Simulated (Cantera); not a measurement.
An isothermal, constant-pressure homogeneous reactor starts with CH4 : CO2 = 1 : 0.79 (molar parts), at 2123 K and 1.01 bar. Integrator tolerance rtol = 1e-08.

Detailed kinetics in Cantera: GRI-Mech 3.0 (53 species, 325 reactions).

Question: What does this change do: temperature 2123 to 1623 K?

Answer: 
| quantity | before | after |
|---|---|---|
| x(CH4) at 1.00 s | 0.000504 (gas-phase equilibrium 0.000504) | 0.0298 (gas-phase equilibrium 0.0138) |
| x(CO2) at 1.00 s | 4.97e-7 (gas-phase equilibrium 4.99e-7) | 0.0377 (gas-phase equilibrium 1.41e-6) |
| x(CH2CO) at 1.00 s | 2.69e-7 (gas-phase equilibrium 2.69e-7) | 2.62e-5 (gas-phase equilibrium 5.60e-7) |
| x(H) at 1.00 s | 0.00261 (gas-phase equilibrium 0.00261) | 4.25e-5 (gas-phase equilibrium 4.96e-5) |
| x(O2) at 1.00 s | <1e-12 (gas-phase equilibrium <1e-12) | 2.67e-12 (gas-phase equilibrium <1e-12) |
| x(CH3) at 1.00 s | 4.81e-5 (gas-phase equilibrium 4.82e-5) | 6.93e-5 (gas-phase equilibrium 2.70e-5) |
| x(O) at 1.00 s | 6.38e-12 (gas-phase equilibrium 6.39e-12) | 1.60e-11 (gas-phase equilibrium <1e-12) |

Question: What does this change do: temperature 2123 to 1573 K?

Answer: 
```json
[
 {"quantity": "x(CH4) at 1.00 s", "before": "0.000504 (gas-phase equilibrium 0.000504)", "after": "0.0424 (gas-phase equilibrium 0.0201)"},
 {"quantity": "x(CO2) at 1.00 s", "before": "4.97e-7 (gas-phase equilibrium 4.99e-7)", "after": "0.0552 (gas-phase equilibrium 1.74e-6)"},
 {"quantity": "x(CH2CO) at 1.00 s", "before": "2.69e-7 (gas-phase equilibrium 2.69e-7)", "after": "3.89e-5 (gas-phase equilibrium 5.83e-7)"},
 {"quantity": "x(H) at 1.00 s", "before": "0.00261 (gas-phase equilibrium 0.00261)", "after": "2.29e-5 (gas-phase equilibrium 2.90e-5)"},
 {"quantity": "x(O2) at 1.00 s", "before": "<1e-12 (gas-phase equilibrium <1e-12)", "after": "1.54e-12 (gas-phase equilibrium <1e-12)"},
 {"quantity": "x(CH3) at 1.00 s", "before": "4.81e-5 (gas-phase equilibrium 4.82e-5)", "after": "6.23e-5 (gas-phase equilibrium 2.32e-5)"},
 {"quantity": "x(O) at 1.00 s", "before": "6.38e-12 (gas-phase equilibrium 6.39e-12)", "after": "5.73e-12 (gas-phase equilibrium <1e-12)"}
]
```
